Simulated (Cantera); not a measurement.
Feed: 1 mol PbO, 0.8 mol C, 6.8 mol H2, at 2027 °C and 150 Pa.

Cantera equilibrium calculation (NASA polynomials, part measured and part estimated; ideal gas, pure solids and liquids). Candidate condensed phases: C, C6H6, C7H8, C8H18, H2O, Pb, PbO, PbO2, Pb3O4; 113 gas species. The numbers say what is thermodynamically allowed, not how fast it happens.

Base state: H2 0.597, H 0.193, Pb 0.105, CO 0.0835, H2O 0.0192, OH 0.00100, CO2 0.000480, O 0.000221 (mole fractions); condensed: gas only.

Task: What changes in the equilibrium state with this change: PbO replaced by MgO?

Result: 
```csv
species,before,after
H2,0.597,0.597
H,0.193,0.193
Mg,0,0.105
Pb,0.105,0
MgH,0,5.73e-5
H2O,0.0192,0.0192
CO,0.0835,0.0835
MgOH,0,4.06e-5
PbO,4.00e-5,0
```
The tables' values for MgH are old estimates; treat these amounts as uncertain. Further candidate phases: Mg, MgCO3, MgO, Mg(OH)2.
